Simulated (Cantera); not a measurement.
A Cantera script and what it prints.

```python
import numpy as np
import cantera as ct

gas_names = """
    AL ALH ALO ALOH ALO2 ALO2H AL2 AL2O AL2O2 H HALO HO2 H2 H2O H2O2 O OH O2 O3
""".split()
cond_names = """
    AL(cr) AL(L) AL2O3(a) AL2O3(L) H2O(s) H2O(L)
""".split()


def load(file, names, dense=False):
    # The tables refer to 1 bar. Condensed volumes are neglected.
    table = {s.name: s for s in ct.Species.list_from_file(file)}
    out = []
    for n in names:
        d = dict(table[n].input_data)
        d["thermo"] = dict(d["thermo"], **{"reference-pressure": 1e5})
        if dense:
            d["equation-of-state"] = {"model": "constant-volume", "density": "1e6 g/cm^3"}
        out.append(ct.Species.from_dict(d))
    return out


gas = ct.Solution(thermo="ideal-gas", species=load("nasa_gas.yaml", gas_names))
cond = {s.name: ct.Solution(thermo="fixed-stoichiometry", species=[s], name=s.name)
        for s in load("nasa_condensed.yaml", cond_names, dense=True)}
atoms = {
    'Al2O3': {'AL': 2, 'O': 3},
    'H2': {'H': 2},
}
top_T = {}  # K; cautious upper limits of use, not melting points


def equilibrate(T, P, feed):
    n = {}
    for name, mol in feed.items():
        for a, k in atoms[name].items():
            n[a] = n.get(a, 0.0) + k * mol
    gas.TPX = T, P, n
    mass = sum(n.values()) * gas.mean_molecular_weight
    gas.equilibrate("TP")
    valid = [c for c in cond.values() if c.min_temp <= T <= top_T.get(c.name, c.max_temp)]
    mix = ct.Mixture([(gas, mass / gas.mean_molecular_weight)] + [(c, 0.0) for c in valid])
    mix.T, mix.P = T, P
    mix.equilibrate("TP", solver="vcs", rtol=1e-11, max_steps=5000)
    return mix


results = []
feed = {'Al2O3': 1, 'H2': 14}  # mol
P = 20000  # Pa
for T in [1173, 1273, 1373, 1473, 1573, 1673, 1773, 1873, 1973, 2073, 2173, 2273, 2373]:
    mix = equilibrate(T, P, feed)
    results.append((T, P, feed, dict(zip(mix.species_names, mix.species_moles))))

top = {s: max(r[3][s] / sum(r[3][g] for g in gas_names) for r in results) for s in gas_names}
cols = sorted((s for s in top if top[s] > 0.001), key=lambda s: -top[s])[:5]
seen = [c for c in cond_names if any(r[3].get(c, 0) > 1e-12 for r in results)]
print("log10 of partial pressures in bar; condensed amounts in mol")
print(f"{'T/K':>10s}" + "".join(f"{s[:9]:>10s}" for s in cols + seen))
for T, P, feed, n in results:
    ng = sum(n[g] for g in gas_names)
    print(f"{T:10.4g}" + "".join(f"{np.log10(max(n[s] / ng * P / 1e5, 1e-99)):10.3f}" for s in cols)
          + "".join(f"{n.get(c, 0):10.4g}" for c in seen))
```

Result:

```
log10 of partial pressures in bar; condensed amounts in mol
       T/K        H2         H       H2O        AL  AL2O3(a)  AL2O3(L)
      1173    -0.699    -7.278    -9.999   -10.752         1         0
      1273    -0.699    -6.496    -8.969    -9.557         1         0
      1373    -0.699    -5.827    -8.079    -8.559         1         0
      1473    -0.699    -5.247    -7.301    -7.715         1         0
      1573    -0.699    -4.740    -6.615    -6.994         1         0
      1673    -0.699    -4.293    -6.007    -6.371         1         0
      1773    -0.699    -3.896    -5.464    -5.827    0.9999         0
      1873    -0.700    -3.540    -4.977    -5.347    0.9997         0
      1973    -0.700    -3.220    -4.539    -4.922    0.9992         0
      2073    -0.702    -2.931    -4.142    -4.541     0.998         0
      2173    -0.704    -2.669    -3.783    -4.200    0.9952         0
      2273    -0.708    -2.430    -3.456    -3.891    0.9896         0
      2373    -0.715    -2.212    -3.172    -3.617         0    0.9796
```

Cantera equilibrium calculation (NASA polynomials, part measured and part estimated; ideal gas, pure solids and liquids). The tables' values for AlOH are old estimates; treat these amounts as uncertain.
